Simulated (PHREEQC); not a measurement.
A made-up water analysis in mg/L, 20 °C, pH 6.96, pe 10:

```csv
constituent,mg/L
Na,5.42
K,1.84
Ca,6.63
Mg,0.302
Cl,8.83
S(6) as SO4,7.22
Alkalinity as HCO3,14.3
Zn,0.0231
Br,0.283
Cd,0.948
```

Valence states are taken as typed.

The numbers come from PHREEQC with the ion-association model, phreeqc.dat.

This is a speciation only: nothing precipitates in the calculation.

### Question
Order these C species by the share of C that they hold, largest first: HCO3-, CO2, CaHCO3+.

### Answer
HCO3- (79 %), CO2 (20 %), CaHCO3+ (0.13 %)

The pH is 6.96 and the ionic strength 0.000900 mol/kgw.
